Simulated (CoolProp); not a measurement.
Vapour-liquid equilibrium of propane (1) + isopentane (2) at 322.8 K; x and y are mole fractions of (1).

Values from CoolProp's multi-fluid Helmholtz-energy mixture model, Lemmon 2009 and Lemmon 2006; pair parameters Kunz 2012.

Task: Give the bubble pressure and the first vapour's composition at x = 0.05, 0.2, 0.35. Is there an azeotrope?

Result: x = 0.05: 0.2825 MPa, y = 0.295; x = 0.2: 0.5038 MPa, y = 0.638; x = 0.35: 0.7137 MPa, y = 0.773. No azeotrope shows between x = 0.05 and 0.95.

Pair parameters are fitted to limited data, so mixtures are less certain than the pure fluids. The gap from Raoult's law changes sign with composition, which may be real or a fault of the pair parameters; it wasn't checked against measurements.
